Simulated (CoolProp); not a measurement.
Properties of isobutane along the isobar 12900 kPa.

Values from CoolProp's reference Helmholtz-energy equation of state, Bücker 2006.

| T (K) | phase | Z | isothermal compressibility (1/MPa) | fugacity coefficient |
|---|---|---|---|---|
| 251.7 | liquid | 0.5792 | 0.001603 | 0.009176 |
| 271.3 | liquid | 0.5544 | 0.001947 | 0.01884 |
| 290.9 | liquid | 0.5343 | 0.002391 | 0.03432 |
| 310.6 | liquid | 0.5185 | 0.002977 | 0.05694 |
| 330.2 | liquid | 0.5067 | 0.003759 | 0.08719 |
| 349.8 | liquid | 0.4987 | 0.004830 | 0.1253 |
| 369.5 | liquid | 0.4944 | 0.006343 | 0.1710 |
| 389.1 | liquid | 0.4944 | 0.008506 | 0.2229 |
| 408.7 | supercritical | 0.4990 | 0.01167 | 0.2796 |
| 428.3 | supercritical | 0.5092 | 0.01634 | 0.3395 |
| 448 | supercritical | 0.5262 | 0.02320 | 0.4009 |
| 467.6 | supercritical | 0.5511 | 0.03270 | 0.4612 |
| 487.2 | supercritical | 0.5843 | 0.04435 | 0.5189 |
